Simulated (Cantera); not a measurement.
Feed: 1 mol MgCO3, 0.11 mol SO2, 0.26 mol O2, equilibrated at 29.0 mbar.

Method: chemical equilibrium by Gibbs-energy minimisation in Cantera with the NASA 1993 tables (ideal gas, pure condensed phases). Candidate condensed phases: C, Mg, MgCO3, MgO, MgS, MgSO4, S; 26 gas species. Equilibrium is a limit: real reactors are often held back by kinetics, nucleation or transport. All values below are at 402 °C.

Base state: CO2 0.830, O2 0.170 (mole fractions); condensed: MgO(s) + MgSO4(s).

### Question
What changes in the equilibrium state with this change: SO2 from 0.11 to 1.9 mol?

### Answer
```tsv
species	before	after
CO2	0.830	0.567
SO2	<1e-9	0.373
S2	<1e-9	0.0542
O2	0.170	<1e-9
S8	<1e-9	0.00304
S2O	<1e-9	0.00208
COS	<1e-9	0.000203
MgO(s), mol	0.890	0
MgSO4(s), mol	0.110	1.00
```
Gases not in the tables: S3 to S7.
